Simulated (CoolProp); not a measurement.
A simple Rankine cycle with propylene: condensing at 303.15 K, boiler at 3.09 MPa, turbine inlet 345.3 K, turbine efficiency 0.65, pump efficiency 0.6, no recuperator. Each further row changes one setting.

Values from CoolProp's reference Helmholtz-energy equation of state, Lemmon 2013.

```json
[
 {"case": "as stated", "thermal efficiency (%)": "5.4", "net work (kJ/kg)": "18.3", "heat in (kJ/kg)": "338", "turbine exit temperature (K)": "303.2", "volume ratio over the turbine": "2.65"},
 {"case": "turbine inlet 365.3 K", "thermal efficiency (%)": "5.9", "net work (kJ/kg)": "23.2", "heat in (kJ/kg)": "395", "turbine exit temperature (K)": "326.8", "volume ratio over the turbine": "2.50"},
 {"case": "condensing temperature 295.15 K", "thermal efficiency (%)": "6.5", "net work (kJ/kg)": "23.5", "heat in (kJ/kg)": "359", "turbine exit temperature (K)": "295.1", "volume ratio over the turbine": "3.26"},
 {"case": "boiler pressure 2.16 MPa", "thermal efficiency (%)": "3.8", "net work (kJ/kg)": "14.3", "heat in (kJ/kg)": "381", "turbine exit temperature (K)": "324.0", "volume ratio over the turbine": "1.69"},
 {"case": "turbine efficiency 0.55", "thermal efficiency (%)": "4.3", "net work (kJ/kg)": "14.6", "heat in (kJ/kg)": "338", "turbine exit temperature (K)": "303.2", "volume ratio over the turbine": "2.68"}
]
```

The expansion ends wet for: as stated; condensing temperature 295.15 K; turbine efficiency 0.55.
